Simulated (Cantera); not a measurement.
What does this Cantera script print?

```python
import numpy as np
import cantera as ct

gas_names = """
    H H2 H2S Pb PbS Pb2 S SH S2 S8
""".split()
cond_names = """
    Pb(cr) Pb(L) PbS(s) PbS(L) S(cr1) S(cr2) S(L)
""".split()


def load(file, names, dense=False):
    # The tables refer to 1 bar. Condensed volumes are neglected.
    table = {s.name: s for s in ct.Species.list_from_file(file)}
    out = []
    for n in names:
        d = dict(table[n].input_data)
        d["thermo"] = dict(d["thermo"], **{"reference-pressure": 1e5})
        if dense:
            d["equation-of-state"] = {"model": "constant-volume", "density": "1e6 g/cm^3"}
        out.append(ct.Species.from_dict(d))
    return out


gas = ct.Solution(thermo="ideal-gas", species=load("nasa_gas.yaml", gas_names))
cond = {s.name: ct.Solution(thermo="fixed-stoichiometry", species=[s], name=s.name)
        for s in load("nasa_condensed.yaml", cond_names, dense=True)}
atoms = {
    'PbS': {'Pb': 1, 'S': 1},
    'H2': {'H': 2},
}
top_T = {}  # K; cautious upper limits of use, not melting points


def equilibrate(T, P, feed):
    n = {}
    for name, mol in feed.items():
        for a, k in atoms[name].items():
            n[a] = n.get(a, 0.0) + k * mol
    gas.TPX = T, P, n
    mass = sum(n.values()) * gas.mean_molecular_weight
    gas.equilibrate("TP")
    valid = [c for c in cond.values() if c.min_temp <= T <= top_T.get(c.name, c.max_temp)]
    mix = ct.Mixture([(gas, mass / gas.mean_molecular_weight)] + [(c, 0.0) for c in valid])
    mix.T, mix.P = T, P
    mix.equilibrate("TP", solver="vcs", rtol=1e-11, max_steps=5000)
    return mix


results = []
feed = {'PbS': 1, 'H2': 4.5}  # mol
T = 2100  # K
P = 101325  # Pa
mix = equilibrate(T, P, feed)
results.append((T, P, feed, dict(zip(mix.species_names, mix.species_moles))))
print(gas.report(threshold=0.001))
for i in range(1, mix.n_phases):
    print(f"{mix.phase(i).name:16s} {mix.phase_moles(i):12.5e} mol")
```

Result:

```
       temperature   2100 K
          pressure   1.0132e+05 Pa
           density   0.25689 kg/m^3
  mean mol. weight   44.268 kg/kmol
   phase of matter   gas

                          1 kg             1 kmol
                     ---------------   ---------------
          enthalpy        2.0027e+06        8.8656e+07  J
   internal energy        1.6083e+06        7.1195e+07  J
           entropy            4949.7        2.1911e+05  J/K
    Gibbs function       -8.3917e+06       -3.7148e+08  J
 heat capacity c_p            792.96             35103  J/K
 heat capacity c_v            605.14             26789  J/K

                      mass frac. Y      mole frac. X     chem. pot. / RT
                     ---------------   ---------------   ---------------
                 H        6.1307e-05         0.0026924           -9.9514
                H2          0.034457           0.75663           -19.903
               H2S          0.030635          0.039798           -34.458
                Pb           0.35359          0.075544           -15.233
               PbS           0.55491           0.10267           -29.789
                SH         0.0065807         0.0088096           -24.507
                S2          0.019052          0.013154           -29.111
     [   +3 minor]         0.0007084        0.00069969

Pb(L)             0.00000e+00 mol
PbS(L)            0.00000e+00 mol
S(L)              0.00000e+00 mol
```

Equilibrium computed with Cantera from the NASA thermochemical tables; the gas is ideal and each condensed phase is pure.
